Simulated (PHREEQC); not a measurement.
**Nickel, zinc or cadmium bath (model solution)**

Make-up at 25 °C: 0.0015 mol CdCl2, 0.035 mol Na2SO4 and 0.0435 mol H2SO4 per kg of water. Closed to the air; pH follows from the charge balance.

All values are PHREEQC results (ion-association model, wateq4f.dat), not measurements.

No solid was allowed to form.

Q: Estimate the pH, ionic strength.

A: pH 1.46; ionic strength 0.141 mol/kgw.

Q: In which forms is Cd present?

A: Cd+2 43 %, CdSO4 40 %, Cd(SO4)2-2 13 %, CdCl+ 3.9 % of the Cd.
